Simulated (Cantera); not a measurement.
An adiabatic, constant-pressure homogeneous reactor starts with C3H8 : O2 : N2 = 1 : 11.1 : 41.8 (molar parts), equivalence ratio 0.45, at 1600 K and 0.850 bar.

Detailed kinetics in Cantera: GRI-Mech 3.0 (53 species, 325 reactions). GRI-Mech 3.0 was tuned for natural gas; its chemistry of propane as a main component is partial and can be far from experiment.

x: mole fraction; the columns are a selection and need not sum to one.

```csv
t (s),T (K),x C3H8,x O2,x O,x HO2,x CH3
1.00e-6,1598,0.0184,0.206,3.77e-6,1.74e-5,0.000161
3.98e-6,1594,0.0176,0.205,___,___,___
1.59e-5,1591,0.0122,0.201,3.96e-5,0.000191,0.00276
6.32e-5,___,<1e-12,0.112,___,___,<1e-12
0.000252,2292,<1e-12,0.108,0.0123,4.88e-6,<1e-12
0.00100,2441,<1e-12,0.109,0.00479,5.63e-6,<1e-12
0.00399,2452,<1e-12,0.108,0.00409,5.98e-6,<1e-12
0.0159,2445,<1e-12,0.105,0.00389,5.77e-6,<1e-12
0.0633,2435,<1e-12,0.103,0.00365,5.51e-6,<1e-12
0.252,2434,<1e-12,0.102,0.00362,5.49e-6,<1e-12
1.00,2434,<1e-12,0.102,0.00362,5.49e-6,<1e-12
4.00,2434,<1e-12,0.102,0.00362,5.49e-6,<1e-12
```

**Question.** What belongs in the gaps?

**Answer.** 
- 3.98e-6, x O: 1.14e-5
- 3.98e-6, x HO2: 0.000110
- 3.98e-6, x CH3: 0.000864
- 6.32e-5, T (K): 2083
- 6.32e-5, x O: 0.0194
- 6.32e-5, x HO2: 8.33e-6
